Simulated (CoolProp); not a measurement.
Ethanol at several states: density (kg/m³) from the reference equation and from simpler models built on Tc = 514.7 K, pc = 6268 kPa, ω = 0.644; each cubic takes its own stable root.

The numbers come from the reference Helmholtz-energy equation of state, Schroeder 2014 in CoolProp.

| T (K) | p (kPa) | phase | reference | van der Waals | Redlich-Kwong | Peng-Robinson |
|---|---|---|---|---|---|---|
| 532 | 318 | gas | 3.355 | 3.359 | 3.365 | 3.370 |
| 526.2 | 393 | gas | 4.210 | 4.214 | 4.224 | 4.232 |
| 238 | 656 | liquid | 836.6 | 451.9 | 672.0 | 791.6 |
| 279.5 | 22.5 | liquid | 801.0 | 0.4480 | 0.4490 | 765.4 |
| 581.7 | 20300 | supercritical | 403.0 | 308.5 | 352.9 | 333.8 |
| 338.7 | 466 | liquid | 749.3 | 8.127 | 582.5 | 716.2 |

At some of these states van der Waals, Redlich-Kwong gives the other phase, because its saturation line lies elsewhere.
